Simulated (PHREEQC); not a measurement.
Synthetic water in mmol/kgw, 25 °C, pH 6.39, pe 12.2:

```csv
constituent,mmol/kgw
Na,230
K,132
Ca,26.8
Mg,27.7
Cl,404
S(6),25.6
Alkalinity (meq/kgw),2.55e-05
Li,0.124
```

Valence states are taken as typed.

Computed with PHREEQC (ion-association model, wateq4f.dat).

Each row changes one thing in this solution. Precipitation was switched off in this run.

```tsv
case	ionic strength (mol/kgw)	Mg+2 (mol/kgw)	SO4-2 (mol/kgw)	HCO3- (mol/kgw)	CO2 (mol/kgw)	HSO4- (mol/kgw)	SI of Gypsum (CaSO4:2H2O)	SI of Halite (NaCl)
as made	0.505	0.0238	0.0132	4.94e-7	2.82e-7	1.61e-7	-0.21	-2.96
Mg from 27.7 to 13.8 mmol/kgw	0.482	[?]	0.0142	5.61e-7	3.24e-7	1.76e-7	-0.17	-2.96
pH from 6.39 to 5.5 at the same alkalinity	0.505	0.0238	0.0132	4.50e-6	2.00e-5	1.25e-6	-0.21	-2.96
pH from 6.39 to 5.89 at the same alkalinity	0.505	0.0238	0.0132	1.81e-6	[?]	5.10e-7	-0.21	-2.96
```

Complete the blanks.


- Mg from 27.7 to 13.8 mmol/kgw, Mg+2 (mol/kgw): 0.0117
- pH from 6.39 to 5.89 at the same alkalinity, CO2 (mol/kgw): 3.28e-6
